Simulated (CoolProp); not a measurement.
Vapour-liquid equilibrium of benzene (1) + m-xylene (2) at 388 kPa; x and y are mole fractions of (1).

The numbers come from the multi-fluid Helmholtz-energy mixture model, Thol 2012 and Zhou 2012; pair parameters Bell 2016 in CoolProp.

```
x     bubble temperature (°C)  y at the bubble point  dew temperature at overall composition x (°C)  liquid density (mol/L)
----  -----------------------  ---------------------  ---------------------------------------------  ----------------------
0.05                    191.6                      ?                                              ?                   6.670
0.2                     176.9                  0.452                                          189.1                       ?
0.35                    164.9                  0.651                                          182.1                   7.522
0.5                     154.9                  0.784                                          174.2                   7.965
0.65                    146.5                      ?                                          164.9                   8.431
0.8                     139.2                  0.940                                          153.5                       ?
0.95                    133.0                  0.987                                              ?                   9.459
```

Q: Fill in the missing entries.

A: 
- 0.05, y at the bubble point: 0.141
- 0.05, dew temperature at overall composition x (°C): 195.3
- 0.2, liquid density (mol/L): 7.093
- 0.65, y at the bubble point: 0.875
- 0.8, liquid density (mol/L): 8.927
- 0.95, dew temperature at overall composition x (°C): 138.0

No azeotrope shows between x = 0.05 and 0.95.

The pair parameters rest on a limited set of measurements; away from them the model extrapolates.
